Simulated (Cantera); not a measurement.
# SiCl4 + HCl + H2 (chlorosilane synthesis and conversion)

A closed system holds: 1 mol SiCl4, 3.3 mol HCl, 0.28 mol H2, equilibrated at 1 atm.

Cantera equilibrium calculation (NASA polynomials, part measured and part estimated; ideal gas, pure solids and liquids). Candidate condensed phases: Si; 19 gas species. The tables' values for SiCl3 are old estimates; treat these amounts as uncertain. The numbers say what is thermodynamically allowed, not how fast it happens.

| T (°C) | x HCl | x SiCl4 | x H2 | x SiCl3 | x SiHCl3 |
|---|---|---|---|---|---|
| 350 | 0.721 | 0.218 | 0.0611 | 2.42e-11 | 8.57e-7 |
| 425 | 0.721 | 0.218 | 0.0611 | 9.61e-10 | 3.66e-6 |
| 500 | 0.721 | 0.218 | 0.0611 | 1.85e-8 | 1.17e-5 |
| 575 | 0.721 | 0.218 | 0.0611 | 2.08e-7 | 3.00e-5 |
| 650 | 0.721 | 0.218 | 0.0611 | 1.58e-6 | 6.59e-5 |
| 725 | 0.721 | 0.218 | 0.0610 | 8.73e-6 | 0.000128 |
| 800 | 0.721 | 0.218 | 0.0609 | 3.79e-5 | 0.000226 |
| 875 | 0.721 | 0.218 | 0.0607 | 0.000135 | 0.000368 |
| 950 | 0.721 | 0.217 | 0.0604 | 0.000408 | 0.000561 |
| 1025 | 0.722 | 0.216 | 0.0597 | 0.00108 | 0.000807 |
| 1100 | 0.723 | 0.214 | 0.0586 | 0.00252 | 0.00110 |
| 1175 | 0.726 | 0.210 | 0.0564 | 0.00528 | 0.00140 |
| 1250 | 0.730 | 0.204 | 0.0527 | 0.00991 | 0.00165 |
x: gas mole fraction; nothing condenses.

From 350 °C to 1250 °C nothing is condensed. The main Si-bearing gas is SiCl4 throughout.
